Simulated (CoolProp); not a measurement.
The fluid at 298.15 K and 0.348 MPa (liquid) is heated at constant pressure to 309.1 K. The same conditions are run with several fluids, on thermodynamics alone (safety and materials aside).

Values from CoolProp's reference Helmholtz-energy equation of state of each fluid (water: Wagner 2002; R21: Platzer 1990; hexamethyldisiloxane (MM): Thol 2016; R245fa: Akasaka 2015; decamethyltetrasiloxane (MD2M): Thol 2017). The equations of Platzer and Polt are older, rougher fits.

```tsv
fluid	heat (kJ/kg)	final density (kg/m³)
water	45.8	994
R21	11.6	1340
hexamethyldisiloxane (MM)	20.9	748
R245fa	14.6	1310
decamethyltetrasiloxane (MD2M)	19.0	838
```
